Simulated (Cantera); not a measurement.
Adiabatic ignition

An adiabatic, constant-volume homogeneous reactor starts with H2 : O2 : N2 : NO = 1 : 0.806 : 3.03 : 0.0055 (molar parts), at 1750 K and 0.484 atm.

Model: GRI-Mech 3.0 (53 species, 325 reactions), integrated in Cantera.

| t (s) | T (K) | P (bar) | x H2 | x O2 | x NO | x H2O2 | x O | x OH |
|---|---|---|---|---|---|---|---|---|
| 3.00e-6 | 1750 | 0.490 | 0.207 | 0.166 | 0.00114 | 6.43e-8 | 3.09e-6 | 3.50e-6 |
| 1.26e-5 | 1779 | 0.498 | 0.125 | 0.128 | 0.00114 | 3.35e-7 | 0.0117 | 0.0112 |
| 5.27e-5 | 2161 | 0.591 | 0.0316 | 0.0679 | 0.00120 | 2.45e-7 | 0.0366 | 0.0307 |
| 0.000221 | 2737 | 0.721 | 0.0227 | 0.0629 | 0.00212 | 3.14e-7 | 0.0211 | 0.0385 |
| 0.000924 | 2826 | 0.739 | 0.0203 | 0.0595 | 0.00958 | 4.80e-7 | 0.0172 | 0.0372 |
| 0.00387 | 2819 | 0.736 | 0.0204 | 0.0563 | 0.0176 | 4.64e-7 | 0.0163 | 0.0361 |
| 0.0162 | 2819 | 0.736 | 0.0204 | 0.0561 | 0.0180 | 4.63e-7 | 0.0162 | 0.0360 |
| 0.0680 | 2819 | 0.736 | 0.0204 | 0.0561 | 0.0180 | 4.63e-7 | 0.0162 | 0.0360 |
| 0.285 | 2819 | 0.736 | 0.0204 | 0.0561 | 0.0180 | 4.63e-7 | 0.0162 | 0.0360 |
| 1.19 | 2819 | 0.736 | 0.0204 | 0.0561 | 0.0180 | 4.63e-7 | 0.0162 | 0.0360 |
| 5.00 | 2819 | 0.736 | 0.0204 | 0.0561 | 0.0180 | 4.63e-7 | 0.0162 | 0.0360 |
x: mole fraction; the columns are a selection and need not sum to one.

The time of steepest temperature rise is 13.3 µs and the temperature at 5.00 s is 2819 K. The equilibrium temperature is 2819 K, the x(H2) at 5.00 s comes out as 0.0204 (gas-phase equilibrium 0.0204) and the x(O2) at 5.00 s is 0.0561 (gas-phase equilibrium 0.0561). The x(NO) at 5.00 s is 0.0180 (gas-phase equilibrium 0.0180).
